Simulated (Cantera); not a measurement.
**borazine + NH3 + N2 (boron, boron nitride and boron oxide)**

Charge: 1 mol borazine, 0.44 mol NH3, 6.4 mol N2, at 1523.15 K and 2300 Pa.

These are equilibrium values from Cantera (NASA tables, ideal gas, pure condensed phases), not measurements of a reactor. Candidate condensed phases: B, BN; 15 gas species. The feed counts by its element totals alone. Equilibrium is a limit: real reactors are often held back by kinetics, nucleation or transport.

* **x(N2)**: 0.644
* **x(H2)**: 0.356
* **x(H)**: 9.11e-5
* **n(BN(s))**: 3.00 mol
* **gas amount**: 10.28 mol
* **log10 activity of B(s) (absent)**: -3.08
